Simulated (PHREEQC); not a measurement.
Acid mine or pickling water: an equilibrium model

Synthetic water in mmol/kgw, 25 °C, pH 2.4, pe 10.2:

| constituent | mmol/kgw |
|---|---|
| Na | 6.39 |
| K | 0.296 |
| Ca | 20.6 |
| Mg | 0.824 |
| Cl | 14.5 |
| S(6) | 21.7 |
| Mn(2) | 0.011 |
| Fe(3) | 0.0151 |

Valence states are taken as typed.

Model: ion-association model, phreeqc.dat, run in PHREEQC.

This is a speciation only: nothing precipitates in the calculation.

Estimate the ionic strength, density.

ionic strength 0.0699 mol/kgw; density 1.000 g/cm³.

In which forms is Mg present?

Mg+2 65 %, MgSO4 35 % of the Mg.

Saturation is exceeded, for instance for Gypsum, Hematite (slow to form); the values hold only as long as no solid forms. Species that the database lacks are ignored.
